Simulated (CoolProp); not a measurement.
A simple Rankine cycle with hydrogen sulfide: condensing at 290.15 K, boiler at 5.41 MPa, turbine inlet 346.4 K, turbine efficiency 0.7, pump efficiency 0.8, no recuperator. Each further row changes one setting.

Computed with CoolProp (reference Helmholtz-energy equation of state, Lemmon 2006). It is a short technical equation, of lower accuracy than the large ones.

```json
[
 {"case": "as stated", "thermal efficiency (%)": "[?]", "net work (kJ/kg)": "[?]", "heat in (kJ/kg)": "417", "turbine exit temperature (K)": "290.2", "volume ratio over the turbine": "3.20"},
 {"case": "turbine inlet 366.4 K", "thermal efficiency (%)": "9.4", "net work (kJ/kg)": "43.0", "heat in (kJ/kg)": "460", "turbine exit temperature (K)": "290.2", "volume ratio over the turbine": "[?]"},
 {"case": "condensing temperature 282.15 K", "thermal efficiency (%)": "[?]", "net work (kJ/kg)": "44.6", "heat in (kJ/kg)": "[?]", "turbine exit temperature (K)": "282.2", "volume ratio over the turbine": "[?]"},
 {"case": "boiler pressure 3.79 MPa", "thermal efficiency (%)": "7.0", "net work (kJ/kg)": "[?]", "heat in (kJ/kg)": "462", "turbine exit temperature (K)": "290.2", "volume ratio over the turbine": "2.06"},
 {"case": "turbine efficiency 0.6", "thermal efficiency (%)": "[?]", "net work (kJ/kg)": "31.3", "heat in (kJ/kg)": "417", "turbine exit temperature (K)": "290.2", "volume ratio over the turbine": "3.25"}
]
```

### Question
Complete the blanks.

### Answer

- as stated, thermal efficiency (%): 9.0
- as stated, net work (kJ/kg): 37.5
- turbine inlet 366.4 K, volume ratio over the turbine: 2.88
- condensing temperature 282.15 K, thermal efficiency (%): 10.3
- condensing temperature 282.15 K, heat in (kJ/kg): 434
- condensing temperature 282.15 K, volume ratio over the turbine: 3.91
- boiler pressure 3.79 MPa, net work (kJ/kg): 32.2
- turbine efficiency 0.6, thermal efficiency (%): 7.5

The expansion ends wet for: as stated; turbine inlet 366.4 K; condensing temperature 282.15 K; boiler pressure 3.79 MPa; turbine efficiency 0.6.
